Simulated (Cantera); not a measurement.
Gas mixture: O2 : N2O = 0.68 : 0.31 (molar parts), at 0.000110 bar, frozen composition.

Cantera's kinetic-theory transport with the Lennard-Jones parameters of GRI-Mech 3.0, ideal gas; thermal conductivity in the multicomponent form. The composition is frozen, though it would react at the higher temperatures.

D: mixture-averaged diffusion coefficient of that species in the mixture.

```csv
T (K),ρ (kg/m³),cp (J/kg/K),μ (µPa s),λ (mW/m/K),Pr,D (cm²/s) H2O,D (cm²/s) OH,D (cm²/s) O
400,0.000118,952.5,23.2,30.7,0.721,3300,4490,4580
550,8.60e-5,1020,29.6,41.7,0.723,6050,7770,7930
700,6.76e-5,1077,35.2,52.3,0.724,9430,11700,11900
850,5.57e-5,1121,40.3,62.3,0.725,13400,16200,16500
1000,4.73e-5,1154,45.0,71.6,0.725,17800,21300,21700
1150,4.11e-5,1177,49.4,80.2,0.725,22800,26900,27400
1300,3.64e-5,1197,53.6,88.5,0.724,28200,32900,33600
1450,3.26e-5,1214,57.6,96.6,0.724,(withheld),(withheld),(withheld)
1600,2.96e-5,1229,61.4,104,0.724,(withheld),(withheld),(withheld)
```

Task: Complete the blanks.

Result: 
- 1450, D (cm²/s) H2O: 34000
- 1450, D (cm²/s) OH: 39500
- 1450, D (cm²/s) O: 40300
- 1600, D (cm²/s) H2O: 40200
- 1600, D (cm²/s) OH: 46500
- 1600, D (cm²/s) O: 47500
